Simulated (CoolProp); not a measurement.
The fluid at 298.15 K and 0.0683 MPa (gas) is heated at constant pressure to 346.8 K. The same conditions are run with several fluids, on thermodynamics alone (safety and materials aside).

Values from CoolProp's reference Helmholtz-energy equation of state of each fluid (R245fa: Akasaka 2015; propane: Lemmon 2009; ammonia: Gao 2020; R410A: Lemmon 2003; chlorine: Thol 2021). Blends and air are pseudo-pure fits.

Problem. Rank R245fa, propane, ammonia, R410A, chlorine by heat (kJ/kg), highest first.

Solution. ammonia (105), propane (86.8), R245fa (44.7), R410A (41.4), chlorine (23.8)

```tsv
fluid	final density (kg/m³)
R245fa	3.22
propane	1.05
ammonia	0.405
R410A	1.73
chlorine	1.69
```
